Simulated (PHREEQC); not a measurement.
Consider water at 25 °C with 0.043 mol/kgw TMAH, 0.00034 mol/kgw CO2 and 0.002 mol/kgw K2CO3. Closed to the air; pH follows from the charge balance.

All values are PHREEQC results (ion-association model, wateq4f.dat), not measurements.

Precipitation was switched off in this run.

Predict the pH, ionic strength.

pH 12.54; ionic strength 0.0493 mol/kgw.

(CH3)4N+ isn't in the database: it is added as a free cation with an ion size of 4 Å.
